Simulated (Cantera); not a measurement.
A closed system holds: 1 mol H2S, 1.7 mol H2, a varied amount of N2, held at 1173 K and 3230 Torr.

These are equilibrium values from Cantera (NASA tables, ideal gas, pure condensed phases), not measurements of a reactor. Candidate condensed phases: S; 15 gas species. Gases not in the tables: S3 to S7. Kinetics and transport are ignored.

At 32 mol N2, list the 4 most abundant gas species with their mole fractions, and the condensed phases.

N2 0.922, H2 0.0492, H2S 0.0286, S2 0.000104. Condensed: gas only.
